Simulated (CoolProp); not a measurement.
Vapour-liquid equilibrium of ethylene (1) + propane (2) at -61.75 °C; x and y are mole fractions of (1).

Values from CoolProp's multi-fluid Helmholtz-energy mixture model, Smukala 2000 and Lemmon 2009; pair parameters Bell 2016.

Give the bubble pressure and the first vapour's composition at x = 0.35, 0.8, 0.95. Is there an azeotrope?

x = 0.35: 285.9 kPa, y = 0.900; x = 0.8: 570.7 kPa, y = 0.980; x = 0.95: 671.3 kPa, y = 0.995. No azeotrope shows between x = 0.05 and 0.95.

The pair parameters rest on a limited set of measurements; away from them the model extrapolates. The gap from Raoult's law changes sign with composition, which may be real or a fault of the pair parameters; it wasn't checked against measurements.
